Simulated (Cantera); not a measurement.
Input: 1 mol borazine, 8.6 mol O2, 7.7 mol N2, 2.8 mol H2, at 1475 K.

Equilibrium computed with Cantera from the NASA thermochemical tables; the gas is ideal and each condensed phase is pure. Candidate condensed phases: B, BN, B2O3, B3O3H3, H2O; 39 gas species. The feed counts by its element totals alone. Gases not in the tables: H3BO3. The numbers say what is thermodynamically allowed, not how fast it happens.

x: gas mole fraction; n: condensed amount in mol.

| P (Pa) | x N2 | x H2O | x O2 | x HBO2 | x B2O3 | n B2O3(l) |
|---|---|---|---|---|---|---|
| 10 | 0.461 | 0.218 | 0.172 | 0.143 | 0.00323 | 0 |
| 63 | 0.461 | 0.219 | 0.172 | 0.143 | 0.00324 | 0 |
| 400 | 0.461 | 0.219 | 0.172 | 0.143 | 0.00322 | 0.00367 |
| 2500 | 0.482 | (withheld) | 0.180 | (withheld) | (withheld) | (withheld) |
| 16000 | 0.492 | 0.296 | 0.184 | 0.0263 | 8.06e-5 | 1.24 |
| 100000 | 0.496 | 0.306 | 0.186 | 0.0107 | 1.29e-5 | 1.38 |

Question: Complete the blanks.

Answer: 
- 2500, x H2O: 0.272
- 2500, x HBO2: 0.0638
- 2500, x B2O3: 0.000516
- 2500, n B2O3(l): 0.878
